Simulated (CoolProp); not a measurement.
A single-stage vapour-compression cycle with cyclopentane: evaporating at 275.15 K (dew point), condensing at 327.15 K (bubble point), superheat 8 K, subcooling 0 K, compressor efficiency 0.75, no pressure losses. Each further row changes one setting.

Computed with CoolProp (reference Helmholtz-energy equation of state, Gedanitz 2015).

```json
[
 {"case": "as stated", "cooling COP": "___", "pressure ratio": "7.54", "discharge temperature (K)": "360.7", "refrigerating effect (kJ/kg)": "336", "volumetric capacity (kJ/m³)": "158"},
 {"case": "evaporating temperature 280.15 K", "cooling COP": "3.91", "pressure ratio": "5.98", "discharge temperature (K)": "357.1", "refrigerating effect (kJ/kg)": "341", "volumetric capacity (kJ/m³)": "___"},
 {"case": "condensing temperature 322.15 K", "cooling COP": "3.84", "pressure ratio": "6.42", "discharge temperature (K)": "354.7", "refrigerating effect (kJ/kg)": "346", "volumetric capacity (kJ/m³)": "163"},
 {"case": "subcooling 5 K", "cooling COP": "___", "pressure ratio": "7.54", "discharge temperature (K)": "360.7", "refrigerating effect (kJ/kg)": "346", "volumetric capacity (kJ/m³)": "163"},
 {"case": "superheat 18 K", "cooling COP": "___", "pressure ratio": "7.54", "discharge temperature (K)": "370.3", "refrigerating effect (kJ/kg)": "___", "volumetric capacity (kJ/m³)": "158"},
 {"case": "compressor efficiency 0.65", "cooling COP": "___", "pressure ratio": "7.54", "discharge temperature (K)": "___", "refrigerating effect (kJ/kg)": "336", "volumetric capacity (kJ/m³)": "158"}
]
```

Question: Fill in the missing entries.

Answer: 
- as stated, cooling COP: 3.41
- evaporating temperature 280.15 K, volumetric capacity (kJ/m³): 199
- subcooling 5 K, cooling COP: 3.51
- superheat 18 K, cooling COP: 3.42
- superheat 18 K, refrigerating effect (kJ/kg): 347
- compressor efficiency 0.65, cooling COP: 2.96
- compressor efficiency 0.65, discharge temperature (K): 370.5
